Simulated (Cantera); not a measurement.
An adiabatic, constant-pressure homogeneous reactor starts with CH4 : O2 : N2 : H2O = 1 : 1.82 : 6.84 : 0.25 (molar parts), equivalence ratio 1.1, at 1025 K and 9.87 atm. Integrator tolerance rtol = 1e-08.

Detailed kinetics in Cantera: GRI-Mech 3.0 (53 species, 325 reactions).

Question: What does this change do: pressure from 9.87 atm to 0.474 atm?

Answer: 
```tsv
quantity	before	after
time of steepest temperature rise	56.2 ms	not reached
temperature at 1.00 s	2640 K	1029 K
equilibrium temperature	2640 K	2503 K
x(CH4) at 1.00 s	<1e-12 (gas-phase equilibrium <1e-12)	0.100 (gas-phase equilibrium <1e-12)
x(O2) at 1.00 s	0.00253 (gas-phase equilibrium 0.00253)	0.183 (gas-phase equilibrium 0.00718)
x(H2O) at 1.00 s	0.203 (gas-phase equilibrium 0.203)	0.0258 (gas-phase equilibrium 0.191)
x(NO2) at 1.00 s	7.92e-7 (gas-phase equilibrium 7.92e-7)	<1e-12 (gas-phase equilibrium 4.46e-7)
x(C2H4) at 1.00 s	<1e-12 (gas-phase equilibrium <1e-12)	6.12e-6 (gas-phase equilibrium <1e-12)
x(CO2) at 1.00 s	0.0669 (gas-phase equilibrium 0.0669)	3.13e-7 (gas-phase equilibrium 0.0593)
```

Question: What does this change do: 0.012 parts H2 added?

Answer: 
```tsv
quantity	before	after
time of steepest temperature rise	56.2 ms	34.4 ms
temperature at 1.00 s	2640 K	2640 K
equilibrium temperature	2640 K	2640 K
x(CH4) at 1.00 s	<1e-12 (gas-phase equilibrium <1e-12)	<1e-12 (gas-phase equilibrium <1e-12)
x(O2) at 1.00 s	0.00253 (gas-phase equilibrium 0.00253)	0.00243 (gas-phase equilibrium 0.00243)
x(H2O) at 1.00 s	0.203 (gas-phase equilibrium 0.203)	0.203 (gas-phase equilibrium 0.203)
x(NO2) at 1.00 s	7.92e-7 (gas-phase equilibrium 7.92e-7)	7.59e-7 (gas-phase equilibrium 7.59e-7)
x(C2H4) at 1.00 s	<1e-12 (gas-phase equilibrium <1e-12)	<1e-12 (gas-phase equilibrium <1e-12)
x(CO2) at 1.00 s	0.0669 (gas-phase equilibrium 0.0669)	0.0663 (gas-phase equilibrium 0.0663)
```
